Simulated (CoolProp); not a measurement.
Properties of sulfur dioxide along the isobar 0.813 MPa.

The numbers come from the reference Helmholtz-energy equation of state, Gao 2016 in CoolProp.

| T (°C) | phase | cp (kJ/(kg K)) | speed of sound (m/s) | expansivity (1/kK) |
|---|---|---|---|---|
| 103.65 | gas | 0.7478 | 237.3 | 3.290 |
| 117.15 | gas | 0.7414 | 242.4 | 3.088 |
| 130.65 | gas | 0.7377 | 247.2 | 2.917 |
| 144.05 | gas | 0.7362 | 251.9 | 2.771 |
| 157.55 | gas | 0.7362 | 256.4 | 2.642 |
| 171.05 | gas | 0.7374 | 260.8 | 2.528 |
| 184.55 | gas | 0.7394 | 265.0 | 2.426 |
| 197.95 | gas | 0.7420 | 269.1 | 2.334 |
| 211.45 | gas | 0.7451 | 273.2 | 2.250 |
| 224.95 | gas | 0.7485 | 277.1 | 2.173 |
| 238.35 | gas | 0.7522 | 281.0 | 2.102 |
| 251.85 | gas | 0.7559 | 284.8 | 2.036 |
